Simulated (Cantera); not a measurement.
A freely propagating, adiabatic, planar premixed flame of C3H8 : O2 : N2 = 1 : 3.57 : 16.4 (molar parts), equivalence ratio 1.4, unburnt at 325 K and 750 Torr; mixture-averaged transport, grid criteria slope 0.08 and curve 0.16, no radiation.

Model: GRI-Mech 3.0 (53 species, 325 reactions), integrated in Cantera. GRI-Mech 3.0 was tuned for natural gas; its chemistry of propane as a main component is partial and can be far from experiment. Burning velocities carry a grid error of a few per cent, more on coarse grids.

| quantity | before | after |
|---|---|---|
| laminar burning velocity | 18.7 cm/s | 112 cm/s |
| thermal thickness | 0.713 mm | 0.343 mm |
| peak x(CH4) | 0.00462 | 0.00455 |
| peak x(HCN) | 3.49e-5 | 3.50e-5 |
| peak x(C2H2) | 0.00330 | 0.00444 |

### Question
What was changed between the two runs?
A. N2 16.4 to 21 parts
B. O2 3.57 to 4.6 parts
C. inlet temperature 325 to 475 K
D. inlet temperature 325 to 675 K

### Answer
D, inlet temperature 325 to 675 K
